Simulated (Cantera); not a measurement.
Silicon nitride deposition: SiCl4 + NH3 + H2 + N2

Feed: 1 mol SiCl4, 0.21 mol NH3, 0.5 mol H2, 27 mol N2.

Cantera equilibrium calculation (NASA polynomials, part measured and part estimated; ideal gas, pure solids and liquids). Candidate condensed phases: NH4Cl, Si, Si3N4; 28 gas species. The tables' values for SiCl3 are old estimates. Kinetics and transport are ignored.

Stable condensed phases:

```
T in K \ P in Pa
              5     17     59    210    710   2400   8400  29000 100000
   1800       A      A      A      A      A      A      A      A      A
   1775       A      A      A      A      A      A      A      A      A
   1750       A      A      A      A      A      A      A      A      A
   1725       A      A      A      A      A      A      A      A      A
   1700       A      A      A      A      A      A      A      A      B
   1675       A      A      A      A      A      A      A      A      B
   1650       A      A      A      A      A      A      A      A      B
   1625       A      A      A      A      A      A      A      A      B
   1600       A      A      A      A      A      A      A      B      B
   1575       A      A      A      A      A      A      A      B      B
   1550       A      A      A      A      A      A      A      B      B
   1525       A      A      A      A      A      A      B      B      B
   1500       A      A      A      A      A      A      B      B      B
   1475       A      A      A      A      A      B      B      B      B
```

A: gas only; B: Si3N4.
